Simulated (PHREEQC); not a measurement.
Make-up at 30 °C: 7.2 mmol/kgw MgCl2, 0.53 mmol/kgw Na2HPO4 and 4 mmol/kgw KCl. Closed to the air; pH follows from the charge balance.

The numbers come from PHREEQC with the ion-association model, wateq4f.dat.

This is a speciation only: nothing precipitates in the calculation.

### Question
Predict the pH.

### Answer
pH 7.66.

### Question
In which forms is Mg present?

### Answer
Mg+2 95 %, MgHPO4 3.9 %, MgPO4- 0.5 % of the Mg.

Complexes and solids missing from the database can't appear. H3PO4, which wateq4f.dat lacks, is added to it with the constant of phreeqc.dat.
